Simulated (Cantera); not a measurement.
Charge: 1 mol B, 0.065 mol H₂O, equilibrated at 1825 °C and 13300 Pa.

Method: chemical equilibrium by Gibbs-energy minimisation in Cantera with the NASA 1993 tables (ideal gas, pure condensed phases). The tables' values for BH₂ are old estimates; treat these amounts as uncertain. Rates play no part.

| species | before | after |
|---|---|---|
| H₂ | 0.555 | 0.699 |
| HBO | 0.204 | 0.144 |
| B₂O₂ | 0.177 | 0.108 |
| BO | 0.0306 | 0.00360 |
| B₂O₃ | 0.0218 | 0.0362 |
| B₃O₃H₃ | 2.20e-5 | 0.00136 |
| B₂O | 0.000570 | 3.24e-5 |
| H | 0.00629 | 0.00101 |
| BH₂ | 0.000444 | 0.000109 |
| HBO₂ | 0.00377 | 0.00650 |
| H₂O | 7.89e-5 | 9.01e-5 |
| B(s), mol | 0.937 | 0.947 |
| B₂O₃(l), mol | 0 | 0.00804 |
Gas species are given as mole fractions.

Q: Which change was made?
A) temperature from 1825 °C to 2127 °C
B) temperature from 1825 °C to 1552 °C
C) temperature from 1825 °C to 1100 °C
D) B replaced by B₂H₆

A: B, temperature from 1825 °C to 1552 °C. Mutual solubility and eutectic melting of coexisting phases are not modelled
